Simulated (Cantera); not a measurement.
Hydrogen reduction and annealing atmospheres: FeS + H2 + N2

Feed: 1 mol FeS, 16 mol H2, a varied amount of N2, equilibrated at 1798.15 K and 0.100 bar.

Method: chemical equilibrium by Gibbs-energy minimisation in Cantera with the NASA 1993 tables (ideal gas, pure condensed phases). Candidate condensed phases: Fe, FeS, FeS2, S; 16 gas species. Metal and sulfide melt together well below either melting point, which pure phases cannot show. Mutual solubility and eutectic melting of coexisting phases are not modelled. FeS: taken at fixed stoichiometry. Rates play no part.

From 4.9 mol N2 to 40 mol N2 the condensed part is Fe(δ) + FeS(l). From 49 mol N2 to 67 mol N2 the condensed part is Fe(δ). The main Fe-bearing gas is Fe throughout. The share of Fe in condensed phases is highest at 4.9 mol N2 (99.4 %) and lowest at 67 mol N2 (97.6 %).

| n(N2) (mol) | log p N2 | log p H2 | log p H2S | log p S2 | log p SH | log p H | log p Fe | n Fe(δ) | n FeS(l) |
|---|---|---|---|---|---|---|---|---|---|
| 4.9 | -1.63 | -1.13 | -2.77 | -3.36 | -3.61 | -4.02 | -4.54 | 0.586 | 0.408 |
| 14 | -1.33 | -1.29 | -2.93 | -3.36 | -3.69 | -4.10 | -4.54 | 0.674 | 0.318 |
| 23 | -1.23 | -1.40 | -3.05 | -3.36 | -3.74 | -4.15 | -4.54 | 0.760 | 0.229 |
| 31 | -1.18 | -1.48 | -3.13 | -3.36 | -3.78 | -4.19 | -4.54 | 0.835 | 0.151 |
| 40 | -1.15 | -1.56 | -3.20 | -3.36 | -3.82 | -4.23 | -4.54 | 0.919 | 0.0644 |
| 49 | -1.13 | -1.62 | -3.27 | -3.37 | -3.86 | -4.26 | -4.54 | 0.981 | 0 |
| 58 | -1.11 | -1.68 | -3.35 | -3.42 | -3.91 | -4.29 | -4.54 | 0.979 | 0 |
| 67 | -1.10 | -1.73 | -3.42 | -3.46 | -3.96 | -4.32 | -4.54 | 0.976 | 0 |
log p: log10 of the partial pressure in bar; n: condensed amount in mol.
